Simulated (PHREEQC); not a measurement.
Dissolve 190 mmol/kgw FeSO4, 0.24 mmol/kgw NaF and 0.19 mmol/kgw NaCl at 25 °C. Closed to the air; pH follows from the charge balance.

The numbers come from PHREEQC with the ion-association model, phreeqc.dat.

No solid was allowed to form.

Q: Order these F species by the share of F that they hold, largest first: F-, HF, FeF+.

A: F- (81 %), FeF+ (19 %), HF (0.11 %)

The pH is 5.83 and the ionic strength 0.388 mol/kgw. Fluoro complexes past AlF4- and FeF3 are missing from the database.
